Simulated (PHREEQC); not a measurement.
A PHREEQC speciation (ion-association model, phreeqc.dat) at 20 °C gives pH 0.76 and these molalities:

```tsv
species	mol/kgw
H+	0.219
HSO4-	0.161
SO4-2	0.0292
Fe+2	0.000182
FeHSO4+	0.000110
FeSO4	6.79e-5
```

What are the element totals, and what could have been dissolved in 1 kg of water to give them?

One answer among several that fit: totals Fe(2) 0.000360, S(6) 0.190 mol/kgw, from 0.19 mol H2SO4 and 0.00036 mol FeSO4 per kg of water.

Precipitation was switched off in this run. Complexes and solids missing from the database can't appear.
